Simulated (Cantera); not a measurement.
Equilibrium for silicon nitride deposition: SiCl₄ + N₂ + NH₃

Charge: 1 mol SiCl₄, 11 mol N₂, 19 mol NH₃, equilibrated at 2.50 mbar.

Method: chemical equilibrium by Gibbs-energy minimisation in Cantera with the NASA 1993 tables (ideal gas, pure condensed phases). Candidate condensed phases: NH₄Cl, Si, Si₃N₄; 28 gas species. The tables' values for SiCl, SiCl₃, SiN are old estimates; treat these amounts as uncertain. Gases not in the tables: Si₂H₆ and higher silanes. The numbers say what is thermodynamically allowed, not how fast it happens.

From 452 °C to 1352 °C the condensed part is Si₃N₄(s). From 1452 °C to 1552 °C the condensed part is Si(l). The main Si-bearing gas is SiCl₄ at 452 °C and SiCl₂ at 1552 °C.

| T (°C) | log p H₂ | log p N₂ | log p HCl | log p SiCl₂ | n Si₃N₄(s) | n Si(l) |
|---|---|---|---|---|---|---|
| 452 | -2.88 | -3.01 | -3.70 | <-14 | 0.332 | 0 |
| 552 | -2.88 | -3.01 | -3.70 | -12.43 | 0.333 | 0 |
| 652 | -2.88 | -3.01 | -3.70 | -10.61 | 0.333 | 0 |
| 752 | -2.88 | -3.01 | -3.70 | -9.14 | 0.333 | 0 |
| 852 | -2.88 | -3.01 | -3.70 | -7.94 | 0.333 | 0 |
| 952 | -2.88 | -3.01 | -3.70 | -6.94 | 0.332 | 0 |
| 1052 | -2.88 | -3.01 | -3.71 | -6.10 | 0.328 | 0 |
| 1152 | -2.88 | -3.01 | -3.72 | -5.41 | 0.307 | 0 |
| 1252 | -2.88 | -3.00 | -3.77 | -4.88 | 0.244 | 0 |
| 1352 | -2.88 | -3.00 | -3.86 | -4.53 | 0.132 | 0 |
| 1452 | -2.88 | -3.00 | -3.92 | -4.43 | 0 | 0.203 |
| 1552 | -2.88 | -3.00 | -3.91 | -4.46 | 0 | 0.162 |
log p: log10 of the partial pressure in bar; n: condensed amount in mol.
